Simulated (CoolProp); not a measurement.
Saturation properties of carbonyl sulfide (Tc = 105.6 °C, pc = 63.69 bar, ω = 0.098).

Computed with CoolProp (reference Helmholtz-energy equation of state, Lemmon 2006). It is a short technical equation, of lower accuracy than the large ones.

```tsv
T (°C)	p (bar)	liquid density (kg/m³)	vapour density (kg/m³)	enthalpy of vaporisation (kJ/kg)	surface tension (mN/m)
-59.15	0.6550	1193	2.259	314.8	22.5
-45.85	1.232	1165	4.049	306.0	20.0
-32.45	2.153	1135	6.790	296.5	17.5
-19.15	3.515	1105	10.72	286.4	15.2
-5.85	5.443	1073	16.19	275.4	13.0
7.45	8.065	1039	23.60	263.3	10.8
20.75	11.51	1003	33.44	249.8	8.83
34.05	15.93	963.1	46.40	234.5	6.95
47.35	21.46	919.5	63.49	216.9	5.20
60.65	28.26	870.3	86.34	196.2	3.61
```

It boils at -50.2 °C under 1 atm.

Surface tension comes from a separate correlation (Mulero 2012).
